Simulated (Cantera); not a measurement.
Charge: 1 mol HMDSO, 4.2 mol H₂O, equilibrated at 1273.15 K and 3500 Pa.

These are equilibrium values from Cantera (NASA tables, ideal gas, pure condensed phases), not measurements of a reactor. The feed counts by its element totals alone. The tables hold silica as quartz up to 1696 K and as liquid above; real silica turns to tridymite and cristobalite and melts near 1996 K. The numbers say what is thermodynamically allowed, not how fast it happens.

```json
[
 {"species": "H₂", "before": "0.916", "after": "0.880"},
 {"species": "CO", "before": "0.0833", "after": "0.0433"},
 {"species": "CH₄", "before": "0.000276", "after": "0.0375"},
 {"species": "H₂O", "before": "3.17e-5", "after": "0.0327"},
 {"species": "CO₂", "before": "1.74e-6", "after": "0.00688"},
 {"species": "C(graphite), mol", "before": "4.80", "after": "4.83"},
 {"species": "SiO₂(β-quartz), mol", "before": "2.00", "after": "0"},
 {"species": "SiO₂(α-quartz), mol", "before": "0", "after": "2.00"}
]
```
Gas species are given as mole fractions.

Q: Which change was made?
A) temperature from 1273.15 K to 798.15 K
B) H₂O from 4.2 to 13 mol
C) temperature from 1273.15 K to 2023 K
D) H₂O from 4.2 to 0.54 mol

A: A, temperature from 1273.15 K to 798.15 K
